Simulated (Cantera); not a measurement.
An isothermal, constant-pressure homogeneous reactor starts with NO : N2 = 1 : 3 (molar parts), at 1950 K and 0.670 bar. Integrator tolerance rtol = 1e-08.

Detailed kinetics in Cantera: GRI-Mech 3.0 (53 species, 325 reactions).

**Question.** What does this change do: N2 3 to 21 parts?

**Answer.** 
```json
[
 {"quantity": "x(NO) at 10.0 s", "before": "0.0173 (gas-phase equilibrium 0.00536)", "after": "0.0159 (gas-phase equilibrium 0.00238)"},
 {"quantity": "x(O) at 10.0 s", "before": "0.000189 (gas-phase equilibrium 0.000194)", "after": "6.80e-5 (gas-phase equilibrium 8.13e-5)"},
 {"quantity": "x(O2) at 10.0 s", "before": "0.116 (gas-phase equilibrium 0.122)", "after": "0.0147 (gas-phase equilibrium 0.0215)"},
 {"quantity": "x(N2O) at 10.0 s", "before": "3.67e-7 (gas-phase equilibrium 2.61e-7)", "after": "2.13e-7 (gas-phase equilibrium 1.22e-7)"},
 {"quantity": "x(N2) at 10.0 s", "before": "0.866 (gas-phase equilibrium 0.872)", "after": "0.969 (gas-phase equilibrium 0.976)"},
 {"quantity": "x(NO2) at 10.0 s", "before": "1.98e-5 (gas-phase equilibrium 6.28e-6)", "after": "6.52e-6 (gas-phase equilibrium 1.17e-6)"}
]
```

**Question.** What does this change do: NO 1 to 5.9 parts?

**Answer.** 
| quantity | before | after |
|---|---|---|
| x(NO) at 10.0 s | 0.0173 (gas-phase equilibrium 0.00536) | 0.0177 (gas-phase equilibrium 0.00766) |
| x(O) at 10.0 s | 0.000189 (gas-phase equilibrium 0.000194) | 0.000315 (gas-phase equilibrium 0.000317) |
| x(O2) at 10.0 s | 0.116 (gas-phase equilibrium 0.122) | 0.322 (gas-phase equilibrium 0.327) |
| x(N2O) at 10.0 s | 3.67e-7 (gas-phase equilibrium 2.61e-7) | 4.21e-7 (gas-phase equilibrium 3.25e-7) |
| x(N2) at 10.0 s | 0.866 (gas-phase equilibrium 0.872) | 0.660 (gas-phase equilibrium 0.665) |
| x(NO2) at 10.0 s | 1.98e-5 (gas-phase equilibrium 6.28e-6) | 3.36e-5 (gas-phase equilibrium 1.47e-5) |
